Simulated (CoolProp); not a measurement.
Properties of R1336mzz(E) along the isobar 2320 kPa.

The numbers come from the reference Helmholtz-energy equation of state, Akasaka 2023 in CoolProp.

| T (°C) | phase | density (kg/m³) | cp (kJ/(kg K)) | Joule-Thomson coefficient (K/MPa) | isothermal compressibility (1/MPa) |
|---|---|---|---|---|---|
| 75.25 | liquid | 1160 | 1.329 | 0.1870 | 0.009761 |
| 79.95 | liquid | 1139 | 1.346 | 0.2648 | 0.01133 |
| 84.75 | liquid | 1117 | 1.366 | 0.3600 | 0.01335 |
| 89.45 | liquid | 1093 | 1.389 | 0.4738 | 0.01590 |
| 94.25 | liquid | 1067 | 1.417 | 0.6186 | 0.01938 |
| 98.95 | liquid | 1040 | 1.453 | 0.8005 | 0.02408 |
| 103.65 | liquid | 1009 | 1.500 | 1.042 | 0.03088 |
| 108.45 | liquid | 973.4 | 1.570 | 1.391 | 0.04180 |
| 113.15 | liquid | 932.3 | 1.682 | 1.919 | 0.06086 |
| 117.85 | liquid | 879.8 | 1.911 | 2.878 | 0.1041 |
| 122.65 | gas | 224.1 | 2.059 | 23.38 | 1.410 |
| 127.35 | gas | 201.0 | 1.605 | 20.00 | 1.033 |
| 132.15 | gas | 186.1 | 1.422 | 17.76 | 0.8761 |
| 136.85 | gas | 175.3 | 1.323 | 16.14 | 0.7888 |
